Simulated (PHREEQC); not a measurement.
# Phosphoric acid bath: an equilibrium model

A solution holds 0.012 mol H3PO4 and 0.096 mol HNO3 per kg of water, at 20 °C. It is in equilibrium with CO2 at log p = -3.5 (atm). Otherwise closed; pH follows from the charge balance.

The numbers come from PHREEQC with the ion-association model, phreeqc.dat.

Precipitation was switched off in this run.

What pH does the model give?

pH 1.09.

In which forms is P present?

H3PO4 90 %, H2PO4- 10 % of the P.

Complexes and solids missing from the database can't appear.
